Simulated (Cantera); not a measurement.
Input: 1 mol CH₃Cl, 0.04 mol HCl, 0.046 mol H₂, at 3023.15 K and 8.00 Pa.

These are equilibrium values from Cantera (NASA tables, ideal gas, pure condensed phases), not measurements of a reactor. Candidate condensed phases: C, C₆H₆, C₇H₈, C₈H₁₈; 91 gas species. Rates play no part.

Base state: H 0.634, Cl 0.211, C 0.122, C₃ 0.0187, C₂ 0.0123, H₂ 0.00112, HCl 0.000548, C₂H 0.000181 (mole fractions); condensed: gas only.

Q: What changes in the equilibrium state with this change: temperature from 3023.15 K to 3125 K?

A: 
```tsv
species	before	after
H	0.634	0.619
Cl	0.211	0.206
C	0.122	0.158
C₃	0.0187	0.00709
C₂	0.0123	0.00926
C₄	1.05e-5	2.69e-6
C₂H	0.000181	7.07e-5
```

Q: What changes in the equilibrium state with this change: HCl from 0.04 to 1.3 mol?

A: 
```csv
species,before,after
H,0.634,0.583
Cl,0.211,0.306
C,0.122,0.0937
C₃,0.0187,0.00836
C₂,0.0123,0.00718
C₄,1.05e-5,3.59e-6
C₂H,0.000181,9.72e-5
CH,1.58e-5,1.12e-5
HCl,0.000548,0.000731
H₂,0.00112,0.000947
```
